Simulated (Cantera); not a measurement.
A perfectly stirred reactor is fed with CO : O₂ : H₂O : N₂ = 0.014 : 0.041 : 0.00025 : 1 (molar parts), at 6.91 atm; it is held at 1425 K, and followed from long to short residence time.

Computed with Cantera and GRI-Mech 3.0 (53 species, 325 reactions).

x: mole fraction; the columns are a selection and need not sum to one.

| τ (s) | x CO | x O₂ | x H₂O | x NO | x H₂O₂ | x H₂ | x OH |
|---|---|---|---|---|---|---|---|
| 11 | 2.49e-5 | 0.0324 | 0.000237 | 1.22e-5 | 1.63e-10 | 6.53e-9 | 2.42e-6 |
| 3.1 | ? | 0.0325 | 0.000237 | ? | 3.04e-10 | ? | ? |
| 0.87 | 0.000175 | 0.0325 | 0.000236 | 1.53e-5 | 6.05e-10 | 3.82e-8 | 4.19e-6 |
| 0.24 | 0.000460 | 0.0326 | 0.000235 | 1.61e-5 | 1.36e-9 | 9.96e-8 | 5.53e-6 |
| 0.068 | 0.00113 | 0.0330 | 0.000234 | 1.41e-5 | 3.15e-9 | 2.46e-7 | 7.34e-6 |
| 0.019 | ? | 0.0336 | 0.000231 | ? | ? | ? | ? |
| 0.0054 | 0.00524 | 0.0349 | 0.000228 | 4.37e-6 | 1.24e-8 | 1.04e-6 | 1.21e-5 |
| 0.0015 | 0.00892 | 0.0367 | 0.000226 | 1.17e-6 | 1.76e-8 | 1.51e-6 | 1.34e-5 |

Q: Fill in the missing entries.

A: 
- 3.1, x CO: 6.58e-5
- 3.1, x NO: 1.36e-5
- 3.1, x H₂: 1.53e-8
- 3.1, x OH: 3.20e-6
- 0.019, x CO: 0.00258
- 0.019, x NO: 9.35e-6
- 0.019, x H₂O₂: 6.84e-9
- 0.019, x H₂: 5.54e-7
- 0.019, x OH: 9.72e-6
